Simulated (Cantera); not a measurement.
An isothermal, constant-pressure homogeneous reactor starts with CO : O₂ : H₂O : N₂ = 0.0032 : 0.0064 : 0.00051 : 1 (molar parts), at 1275 K and 100.0 Torr. Integrator tolerance rtol = 1e-08.

Detailed kinetics in Cantera: GRI-Mech 3.0 (53 species, 325 reactions).

Q: What does this change do: CO 0.0032 to 0.011 parts?

A: 
```json
[
 {"quantity": "x(CO) at 2.00 s", "before": "5.22e-6 (gas-phase equilibrium 1.17e-8)", "after": "0.000325 (gas-phase equilibrium 9.29e-8)"},
 {"quantity": "x(O₂) at 2.00 s", "before": "0.00476 (gas-phase equilibrium 0.00473)", "after": "0.00104 (gas-phase equilibrium 0.000877)"},
 {"quantity": "x(H₂O) at 2.00 s", "before": "0.000503 (gas-phase equilibrium 0.000506)", "after": "0.000479 (gas-phase equilibrium 0.000504)"},
 {"quantity": "x(H₂O₂) at 2.00 s", "before": "1.20e-10 (gas-phase equilibrium <1e-12)", "after": "6.66e-10 (gas-phase equilibrium <1e-12)"},
 {"quantity": "x(H) at 2.00 s", "before": "2.26e-7 (gas-phase equilibrium 6.80e-11)", "after": "1.93e-5 (gas-phase equilibrium 1.03e-10)"}
]
```

Q: What does this change do: O2 0.0064 to 0.00085 parts?

A: 
```
quantity                                              before                                      after
-----------------  -----------------------------------------  -----------------------------------------
x(CO) at 2.00 s      5.22e-6 (gas-phase equilibrium 1.17e-8)    0.00131 (gas-phase equilibrium 0.00134)
x(O₂) at 2.00 s      0.00476 (gas-phase equilibrium 0.00473)     6.26e-6 (gas-phase equilibrium <1e-12)
x(H₂O) at 2.00 s   0.000503 (gas-phase equilibrium 0.000506)  0.000300 (gas-phase equilibrium 0.000354)
x(H₂O₂) at 2.00 s    1.20e-10 (gas-phase equilibrium <1e-12)    5.44e-11 (gas-phase equilibrium <1e-12)
x(H) at 2.00 s      2.26e-7 (gas-phase equilibrium 6.80e-11)   0.000157 (gas-phase equilibrium 2.52e-8)
```
